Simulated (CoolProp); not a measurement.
Vapour-liquid equilibrium of n-heptane (1) + ethylbenzene (2) at 0.701 MPa; x and y are mole fractions of (1).

Computed with CoolProp (multi-fluid Helmholtz-energy mixture model, Span 2003 and Zhou 2012; pair parameters Bell 2016).

Q: Give the bubble temperature and the first vapour's composition at x = 0.05, 0.65, 0.8. Is there an azeotrope?

A: x = 0.05: 495.8 K, y = 0.102; x = 0.65: 465.1 K, y = 0.773; x = 0.8: 460.2 K, y = 0.875. No azeotrope shows between x = 0.05 and 0.95.

Pair parameters are fitted to limited data, so mixtures are less certain than the pure fluids.
